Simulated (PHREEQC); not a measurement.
Solution (15 °C): 0.1 mol CdCl2, 9.7e-05 mol Na2SO4 and 0.0031 mol MnSO4 per kg of water. Closed to the air; pH follows from the charge balance.

All values are PHREEQC results (ion-association model, phreeqc.dat), not measurements.

Q: The ionic strength comes out as 0.132 mol/kgw. What activity coefficients do H+, Mn+2, CdCl+, Cd(SO4)2-2, MnCl+ get?

A: H+ 0.82, Mn+2 0.37, CdCl+ 0.77, Cd(SO4)2-2 0.35, MnCl+ 0.77.

Precipitation was switched off in this run. Species that the database lacks are ignored.
